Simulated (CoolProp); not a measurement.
Values from CoolProp's reference Helmholtz-energy equation of state, Platzer 1990. This equation is an older, rougher fit.

Q: For R114, give the phase and the cv (kJ/(kg K)) at 104.65 °C and 0.201 MPa; 113.35 °C and 0.201 MPa; 218.15 °C and 0.201 MPa.

A: 
- 104.65 °C and 0.201 MPa: gas; cv 0.725
- 113.35 °C and 0.201 MPa: gas; cv 0.733
- 218.15 °C and 0.201 MPa: gas; cv 0.811
